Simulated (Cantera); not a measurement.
An isothermal plug-flow reactor at 900 K and 4.24 atm (inlet), inlet velocity 0.094 m/s, active area per volume 1200 1/m; feed CH4 : O2 : N2 : H2O = 0.004 : 0.018 : 0.79 : 0.068 (molar parts).

Computed with Cantera and Deutschmann's 1995 Pt surface mechanism with GRI-Mech 3.0 gas chemistry. Catalytic surfaces can have several steady states; this one follows from the mechanism file's or the stated starting coverage. Mass transfer to the wall is taken as infinitely fast.

| quantity | before | after |
|---|---|---|
| x(CH4) at z = 0.0031 m | 0.00234 | 0.00125 |
| x(O2) at z = 0.0031 m | 0.0161 | 0.0139 |
| x(H2O) at z = 0.0031 m | 0.0817 | 0.0838 |
| x(CO2) at z = 0.0031 m | 0.00219 | 0.00327 |
| x(CO) at z = 0.0031 m | 6.93e-7 | 3.79e-7 |
| θ(free Pt) at the exit | 0.112 | 0.117 |
| θ(O*) at the exit | 0.875 | 0.870 |
| θ(OH*) at the exit | 0.0123 | 0.0127 |

### Question
Name the change that produced these shifts.
(A) CH4 0.004 to 0.0061 parts
(B) O2 0.018 to 0.0078 parts
(C) area per volume 1200 to 2200 1/m
(D) inlet velocity 0.094 to 0.39 m/s

### Answer
C, area per volume 1200 to 2200 1/m
